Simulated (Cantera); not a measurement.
A diamond (100) surface in a fixed gas of H2 with x(CH4) = 0.003, x(H) = 0.0002, x(CH3) = 4e-05, at 1200 K; coverages are run to steady state.

Computed with Cantera and the Harris–Goodwin 1993 mechanism for the reconstructed diamond (100) surface.

θ: site fractions in the mechanism's names (c6HH fully hydrogenated, c6H* and c6*H radical sites, c6** diradical, c6HM methylated).

```json
[
 {"P (Pa)": "390", "growth (µm/h)": "0.00235", "θ c6HH": "0.547", "θ c6H*": "0.0321", "θ c6*H": "0.411", "θ c6**": "0.00978", "θ c6HM": "3.54e-5"},
 {"P (Pa)": "680", "growth (µm/h)": "0.00505", "θ c6HH": "0.547", "θ c6H*": "0.0321", "θ c6*H": "0.411", "θ c6**": "0.00976", "θ c6HM": "6.33e-5"},
 {"P (Pa)": "1200", "growth (µm/h)": "…", "θ c6HH": "0.547", "θ c6H*": "0.0321", "θ c6*H": "0.411", "θ c6**": "0.00974", "θ c6HM": "…"},
 {"P (Pa)": "2000", "growth (µm/h)": "0.0199", "θ c6HH": "0.547", "θ c6H*": "0.0321", "θ c6*H": "0.411", "θ c6**": "0.00972", "θ c6HM": "0.000192"},
 {"P (Pa)": "3500", "growth (µm/h)": "…", "θ c6HH": "0.546", "θ c6H*": "0.0321", "θ c6*H": "0.410", "θ c6**": "0.00971", "θ c6HM": "…"},
 {"P (Pa)": "6100", "growth (µm/h)": "0.0835", "θ c6HH": "0.546", "θ c6H*": "0.0320", "θ c6*H": "0.410", "θ c6**": "0.00970", "θ c6HM": "0.000585"},
 {"P (Pa)": "11000", "growth (µm/h)": "0.191", "θ c6HH": "0.546", "θ c6H*": "0.0320", "θ c6*H": "0.410", "θ c6**": "0.00969", "θ c6HM": "0.00104"},
 {"P (Pa)": "18000", "growth (µm/h)": "0.402", "θ c6HH": "0.545", "θ c6H*": "0.0320", "θ c6*H": "0.409", "θ c6**": "0.00968", "θ c6HM": "0.00167"}
]
```

### Question
What belongs in the gaps?

### Answer

- 1200, growth (µm/h): 0.0105
- 1200, θ c6HM: 0.000114
- 3500, growth (µm/h): 0.0403
- 3500, θ c6HM: 0.000337
